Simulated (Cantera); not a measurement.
A diamond (100) surface in a fixed gas of H2 with x(CH4) = 0.012, x(CH3) = 0.0018, at 1373 K, 9600 Pa; coverages are run to steady state.

Cantera simulation using the Harris–Goodwin 1993 mechanism for the reconstructed diamond (100) surface; the numbers are that mechanism's predictions, not measurements.

One state of this run: growth (µm/h) = 180; θ c6HH = 0.336; θ c6H* = 0.0598; θ c6*H = 0.540; θ c6** = 0.0629; θ c6HM = 0.00105. θ: site fractions in the mechanism's names (c6HH fully hydrogenated, c6H* and c6*H radical sites, c6** diradical, c6HM methylated).

Task: Which value of x(H) does it belong to?
A. 0.024
B. 0.15
C. 0.0095
D. 0.0001

Result: B, 0.15
